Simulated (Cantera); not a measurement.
Mixture: C3H8 : O2 : N2 = 1 : 9.26 : 42.6 (molar parts), at 100000 Pa, adiabatic and at constant pressure. Ignition delay is the time to a rise of 400 K.

Computed with Cantera and GRI-Mech 3.0 (53 species, 325 reactions). GRI-Mech 3.0 was tuned for natural gas; its chemistry of propane as a main component is partial and can be far from experiment.

Predict: delay at 1025 K; delay at 1175 K; delay at 1325 K; delay at 1475 K; delay at 1625 K; apparent activation energy between 1475 and 1625 K.

delay at 1025 K: 0.343 s
delay at 1175 K: 10.9 ms
delay at 1325 K: 0.678 ms
delay at 1475 K: 0.104 ms
delay at 1625 K: 33.5 µs
apparent activation energy between 1475 and 1625 K: 150 kJ/mol
